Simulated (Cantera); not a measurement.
Input (Python, Cantera) and output of one run.

```python
import numpy as np
import cantera as ct

gas_names = """
    Fe FeO Fe(OH)2 H HO2 H2 H2O H2O2 H2S H2SO4 O OH O2 O3 S SH SO SO2 SO3 S2 S2O S8
""".split()
cond_names = """
    Fe(a) Fe(c) Fe(d) Fe(L) FeO(s) FeO(L) Fe(OH)2(s) Fe(OH)3(s) FeS(a) FeS(b) FeS(c) FeS(L) FeSO4(s)
    FeS2(s) Fe2O3(s) Fe2S3O12(s) Fe3O4(s) H2O(s) H2O(L) H2SO4(L) S(cr1) S(cr2) S(L)
""".split()


# ... load() reads the species with a 1 bar reference pressure and builds the phases ...
atoms = {
    'FeS2': {'Fe': 1, 'S': 2},
    'H2S': {'H': 2, 'S': 1},
    'H2O': {'H': 2, 'O': 1},
    'SO2': {'S': 1, 'O': 2},
}
top_T = {'FeSO4(s)': 950, 'FeS2(s)': 1010, 'Fe2O3(s)': 1830, 'Fe2S3O12(s)': 1100, 'Fe3O4(s)': 1870}  # K; cautious upper limits of use, not melting points


# ... equilibrate(T, P, feed) seeds the gas with the atoms and calls Mixture.equilibrate('TP', solver="vcs", rtol=1e-11, max_steps=5000) ...
results = []
feed = {'FeS2': 1, 'H2S': 0.11, 'H2O': 0.088, 'SO2': 0.12}  # mol
T = 1248  # K
P = 13332.2  # Pa
mix = equilibrate(T, P, feed)
results.append((T, P, feed, dict(zip(mix.species_names, mix.species_moles))))
x = sorted(zip(gas.X, gas.species_names), reverse=True)
print(f"T = {T:g} K  P = {P:g} Pa  gas = {mix.phase_moles(0):.4g} mol")
print("   x: " + "  ".join(f"{s} {v:.3e}" for v, s in x if v > 0.0001))
print("   condensed (mol): " + ("  ".join(f"{mix.phase(i).name} {mix.phase_moles(i):.4g}"
      for i in range(1, mix.n_phases) if mix.phase_moles(i) > 1e-12) or "none"))
```

Output:

```
T = 1248 K  P = 13332.2 Pa  gas = 0.8352 mol
   x: S2 6.477e-01  H2O 1.708e-01  SO2 1.069e-01  H2S 5.432e-02  H2 1.175e-02  S2O 7.584e-03  SO 5.845e-04  SH 4.242e-04
   condensed (mol): FeS(c) 1
```

Cantera equilibrium calculation (NASA polynomials, part measured and part estimated; ideal gas, pure solids and liquids). FeS: taken at fixed stoichiometry. Gases not in the tables: S3 to S7.
